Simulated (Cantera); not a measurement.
Feed: 1 mol Al, 42 mol N2, 18 mol H2, at 1773 K and 135 Torr.

Method: chemical equilibrium by Gibbs-energy minimisation in Cantera with the NASA 1993 tables (ideal gas, pure condensed phases). Candidate condensed phases: Al, AlN; 13 gas species. Equilibrium is a limit: real reactors are often held back by kinetics, nucleation or transport.

Base state: N2 0.697, H2 0.302, H 0.000369 (mole fractions); condensed: AlN(s).

Q: What changes in the equilibrium state with this change: Al replaced by AlCl3?

A: 
| species | before | after |
|---|---|---|
| N2 | 0.697 | 0.680 |
| H2 | 0.302 | 0.278 |
| HCl | 0 | 0.0254 |
| AlCl | 0 | 0.0114 |
| AlCl2 | 0 | 0.00270 |
| AlCl3 | 0 | 0.00212 |
| Cl | 0 | 2.48e-5 |
| H | 0.000369 | 0.000354 |
| AlN(s), mol | 1.000 | 0 |
The tables' values for AlCl2 are old estimates; treat these amounts as uncertain. Further candidate phases: AlCl3, NH4Cl.

Q: What changes in the equilibrium state with this change: Al replaced by Al(CH3)3?

A: 
```json
[
 {"species": "N2", "before": "0.697", "after": "0.647"},
 {"species": "H2", "before": "0.302", "after": "0.350"},
 {"species": "HCN", "before": "0", "after": "0.00256"},
 {"species": "HNC", "before": "0", "after": "9.12e-5"},
 {"species": "C2H2 (acetylene)", "before": "0", "after": "4.90e-5"},
 {"species": "CH4", "before": "0", "after": "1.86e-5"},
 {"species": "H", "before": "0.000369", "after": "0.000397"},
 {"species": "AlN(s), mol", "before": "1.000", "after": "1.000"},
 {"species": "C(graphite), mol", "before": "0", "after": "2.82"}
]
```
The feed counts by its element totals alone. Further candidate phases: C, C6H6, C7H8, C8H18.

Q: What changes in the equilibrium state with this change: pressure from 135 Torr to 12.0 Torr?

A: 
```
species        before    after
-----------  --------  -------
N2              0.697    0.697
H2              0.302    0.302
H            0.000369  0.00124
Al            2.47e-6  9.34e-5
AlN(s), mol     1.000    0.994
```
